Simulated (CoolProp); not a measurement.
Vapour-liquid equilibrium of carbon dioxide (1) + R123 (2) at 263.7 K; x and y are mole fractions of (1).

Computed with CoolProp (multi-fluid Helmholtz-energy mixture model, Span 1996 and Younglove 1994; pair parameters Bell 2016).

Question: Give the bubble pressure and the first vapour's composition at x = 0.725, 0.8, 0.95. Is there an azeotrope?

Answer: x = 0.725: 1.717 MPa, y = 0.994; x = 0.8: 1.970 MPa, y = 0.996; x = 0.95: 2.504 MPa, y = 0.999. No azeotrope shows between x = 0.05 and 0.95.

The pair parameters rest on a limited set of measurements; away from them the model extrapolates.
